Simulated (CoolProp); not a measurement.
R410A at 375.24 K and 7.24 MPa is throttled through a valve to 1.04 MPa with no heat exchange. Each further row changes one setting.

The numbers come from the reference Helmholtz-energy equation of state, Lemmon 2003 in CoolProp. It is a pseudo-pure fit of the blend.

```json
[
 {"case": "as stated", "temperature change (K)": "-88.7", "final density (kg/m³)": "___"},
 {"case": "outlet pressure 0.312 MPa", "temperature change (K)": "___", "final density (kg/m³)": "___"},
 {"case": "outlet pressure 1.35 MPa", "temperature change (K)": "-81.5", "final density (kg/m³)": "___"}
]
```

Q: What belongs in the gaps?

A: 
- as stated, final density (kg/m³): 38.7
- outlet pressure 0.312 MPa, temperature change (K): -108.4
- outlet pressure 0.312 MPa, final density (kg/m³): 10.9
- outlet pressure 1.35 MPa, final density (kg/m³): 51.5
